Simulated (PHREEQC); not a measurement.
Make-up at 25 °C: 0.0094 mol/kgw NH3. Closed to the air; pH follows from the charge balance.

Equilibrium calculation in PHREEQC: ion-association model, phreeqc.dat.

Each row changes one thing in this solution. Precipitation was switched off in this run.

```csv
case,pH,ionic strength (mol/kgw),NH3 (mol/kgw),NH4+ (mol/kgw)
as made,10.60,0.000409,0.00899,0.000409
diluted 2-fold with water,10.44,0.000286,0.00441,0.000286
NH3 from 0.0094 to 0.0103 mol/kgw,10.62,0.000429,0.00987,0.000429
temperature from 25 to 40 °C,10.15,0.000421,0.00898,0.000421
NH3 from 0.0094 to 0.0141 mol/kgw,10.69,0.000504,0.0136,0.000504
temperature from 25 to 80 °C,9.19,0.000407,0.00899,0.000407
diluted 10-fold with water,10.08,0.000122,0.000818,0.000122
temperature from 25 to 55 °C,9.75,0.000422,0.00898,0.000422
```

Complexes and solids missing from the database can't appear. At this temperature some constants are extrapolated from 25 °C, and those without enthalpy data are left unchanged.
